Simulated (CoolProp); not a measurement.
Vinyl chloride along the isotherm 430 K: density (kg/m³) from the reference equation and from simpler models built on Tc = 425.0 K, pc = 5.600 MPa, ω = 0.160; each cubic takes its own stable root.

Model: reference Helmholtz-energy equation of state, Thol 2022, in CoolProp.

| p (MPa) | phase | reference | ideal gas | van der Waals | Redlich-Kwong | Soave-Redlich-Kwong | Peng-Robinson |
|---|---|---|---|---|---|---|---|
| 6.22 | supercritical | 437.9 | 108.7 | 339.2 | 372.7 | 361.2 | 391.6 |
| 12.4 | supercritical | 643.9 | 216.8 | 465.8 | 569.5 | ? | 630.0 |
| 18.7 | supercritical | 696.0 | 326.9 | 507.4 | 634.0 | 632.7 | 703.6 |
| 24.9 | supercritical | 729.1 | 435.3 | 533.6 | 675.7 | 674.6 | 750.6 |
| 31.1 | supercritical | 754.1 | 543.7 | 553.1 | 707.2 | 706.2 | 785.8 |
| 37.3 | supercritical | 774.5 | ? | 568.6 | 732.5 | 731.7 | 814.0 |
| 43.6 | supercritical | 792.1 | 762.2 | 581.6 | 754.1 | 753.4 | 837.9 |
| 49.8 | supercritical | 807.3 | 870.6 | 592.5 | 772.3 | 771.6 | ? |
| 56 | supercritical | 820.8 | 978.9 | 601.9 | 788.2 | 787.7 | ? |

Some entries are withheld; supply them.


- 12.4, Soave-Redlich-Kwong: 567.6
- 37.3, ideal gas: 652.0
- 49.8, Peng-Robinson: 858.0
- 56, Peng-Robinson: 875.6
